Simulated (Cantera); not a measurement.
A perfectly stirred reactor is fed with NO : N2 = 1 : 0.73 (molar parts), at 6500 Pa; it is held at 1775 K, and followed from long to short residence time.

Cantera simulation using GRI-Mech 3.0 (53 species, 325 reactions); the numbers are that mechanism's predictions, not measurements.

Task: What does this change do: temperature 1775 to 2200 K?

Result: 
```json
[
 {"quantity": "x(NO) at τ = 0.580 s", "before": "0.573", "after": "0.272"},
 {"quantity": "x(O) at τ = 0.580 s", "before": "4.12e-5", "after": "0.00424"},
 {"quantity": "x(O2) at τ = 0.580 s", "before": "0.00251", "after": "0.150"},
 {"quantity": "x(N2O) at τ = 0.580 s", "before": "0.000118", "after": "2.25e-5"},
 {"quantity": "x(N2) at τ = 0.580 s", "before": "0.425", "after": "0.574"},
 {"quantity": "x(NO) at τ = 26.0 ms", "before": "0.578", "after": "0.564"},
 {"quantity": "x(O) at τ = 26.0 ms", "before": "2.56e-5", "after": "0.00138"},
 {"quantity": "x(O2) at τ = 26.0 ms", "before": "5.50e-5", "after": "0.00611"},
 {"quantity": "x(N2O) at τ = 26.0 ms", "before": "5.77e-5", "after": "0.000128"},
 {"quantity": "x(N2) at τ = 26.0 ms", "before": "0.422", "after": "0.428"}
]
```
